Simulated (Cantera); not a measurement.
Source: NASA polynomial tables (part measured, part estimated), evaluated in Cantera. Values are per mole of reaction as written; species without (g) are pure solids or liquids, kept so even where they would boil at 1 bar.

Between 300 and 1100 K, where is each reaction favourable under standard conditions?
- 2 NO(g) + Pb(g) ⇌ N2O(g) + PbO


- 2 NO(g) + Pb(g) ⇌ N2O(g) + PbO: ΔG° is -422 kJ at 300 K and -184 kJ at 1100 K; it stays negative (K > 1). ΔH° is -500 kJ and ΔS° -287 J/K at 1100 K.
